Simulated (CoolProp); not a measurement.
Vapour-liquid equilibrium of hydrogen sulfide (1) + benzene (2) at 344.9 K; x and y are mole fractions of (1).

Model: multi-fluid Helmholtz-energy mixture model, Lemmon 2006 and Thol 2012; pair parameters Bell 2016, in CoolProp.

```
x     bubble pressure (MPa)  y at the bubble point  dew pressure at overall composition x (MPa)  liquid density (mol/L)
----  ---------------------  ---------------------  -------------------------------------------  ----------------------
0.05                 0.2810                  0.723                                      0.08201                   10.84
0.2                  0.8947                  0.916                                      0.09751                   11.86
0.35                  1.544                  0.954                                       0.1201                   13.02
0.5                   2.258                  0.971                                       0.1561                   14.34
0.65                  3.056                  0.981                                       0.2226                   15.82
0.8                   3.959                  0.989                                       0.3872                   17.37
0.95                  5.021                  0.997                                        1.446                   18.51
```

No azeotrope shows between x = 0.05 and 0.95.

The pair parameters rest on a limited set of measurements; away from them the model extrapolates.
